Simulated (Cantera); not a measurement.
## NO annealing gas

An isothermal, constant-pressure homogeneous reactor starts with 47.6 % NO, 52.4 % N2, at 1973 K and 0.266 atm.

Model: GRI-Mech 3.0 (53 species, 325 reactions), integrated in Cantera.

```json
[
 {"t (s)": "0.000200", "x NO": "0.476", "x O": "9.72e-6", "x N2": "0.524", "x NO2": "2.54e-6", "x N2O": "1.10e-5"},
 {"t (s)": "0.000485", "x NO": "0.476", "x O": "2.11e-5", "x N2": "0.524", "x NO2": "1.02e-5", "x N2O": "2.48e-5"},
 {"t (s)": "0.00118", "x NO": "0.476", "x O": "4.71e-5", "x N2": "0.524", "x NO2": "3.16e-5", "x N2O": "5.02e-5"},
 {"t (s)": "0.00285", "x NO": "0.476", "x O": "8.71e-5", "x N2": "0.524", "x NO2": "6.58e-5", "x N2O": "8.20e-5"},
 {"t (s)": "0.00691", "x NO": "0.475", "x O": "0.000104", "x N2": "0.524", "x NO2": "7.96e-5", "x N2O": "9.85e-5"},
 {"t (s)": "0.0168", "x NO": "0.474", "x O": "0.000108", "x N2": "0.525", "x NO2": "8.36e-5", "x N2O": "9.93e-5"},
 {"t (s)": "0.0406", "x NO": "0.470", "x O": "0.000117", "x N2": "0.527", "x NO2": "9.12e-5", "x N2O": "9.74e-5"},
 {"t (s)": "0.0985", "x NO": "0.461", "x O": "0.000136", "x N2": "0.531", "x NO2": "0.000107", "x N2O": "9.30e-5"},
 {"t (s)": "0.239", "x NO": "0.440", "x O": "0.000174", "x N2": "0.542", "x NO2": "0.000135", "x N2O": "8.32e-5"},
 {"t (s)": "0.579", "x NO": "0.391", "x O": "0.000239", "x N2": "0.566", "x NO2": "0.000171", "x N2O": "6.36e-5"},
 {"t (s)": "1.40", "x NO": "0.289", "x O": "0.000333", "x N2": "0.617", "x NO2": "0.000182", "x N2O": "3.35e-5"},
 {"t (s)": "3.40", "x NO": "0.143", "x O": "0.000433", "x N2": "0.690", "x NO2": "0.000119", "x N2O": "7.95e-6"},
 {"t (s)": "8.25", "x NO": "0.0384", "x O": "0.000492", "x N2": "0.743", "x NO2": "3.67e-5", "x N2O": "7.33e-7"},
 {"t (s)": "20.0", "x NO": "0.0105", "x O": "0.000506", "x N2": "0.756", "x NO2": "1.03e-5", "x N2O": "2.32e-7"}
]
```
x: mole fraction; the columns are a selection and need not sum to one.

Equilibrium at this temperature and pressure: NO 0.00739, O 0.000508, N2 0.758, NO2 7.30e-6, N2O 2.12e-7 (gas phase only).
